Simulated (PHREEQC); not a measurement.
1 kg of water holding 25 mmol/kgw K2CO3 meets 20 L of dry gas (H2 0.7, N2 0.3 by moles) at fixed total pressure, at 5 atm; fugacities by Peng-Robinson. The gases take part in no redox reaction, some water evaporates into the gas, and hydrates or a liquid gas phase aren't modelled. Nothing may precipitate in this run.

The numbers come from PHREEQC with the ion-association model, phreeqc.dat.

| T (°C) | dissolved H2 (mol/kgw) | φ of H2 | p of H2 (atm) | dissolved N2 (mol/kgw) | φ of N2 |
|---|---|---|---|---|---|
| 10 | 0.00301 | 1.001 | 3.49 | 0.00124 | 0.998 |
| 20 | 0.00279 | 1.001 | 3.48 | 0.00105 | 0.998 |
| 30 | ? | 1.001 | 3.47 | 0.000909 | 0.999 |
| 40 | 0.00252 | 1.001 | 3.45 | 0.000810 | 0.999 |
| 50 | 0.00245 | 1.001 | 3.41 | 0.000738 | 1.000 |
| 60 | 0.00239 | 1.002 | 3.36 | ? | 1.000 |
| 70 | 0.00235 | 1.002 | 3.28 | 0.000642 | 1.000 |
| 80 | 0.00232 | 1.002 | ? | 0.000607 | 1.001 |
| 90 | 0.00226 | 1.002 | 3.01 | 0.000575 | 1.002 |

Task: Some entries are withheld; supply them.

Result: 
- 30, dissolved H2 (mol/kgw): 0.00263
- 60, dissolved N2 (mol/kgw): 0.000684
- 80, p of H2 (atm): 3.17

Constants without temperature data keep their 25 °C values here.
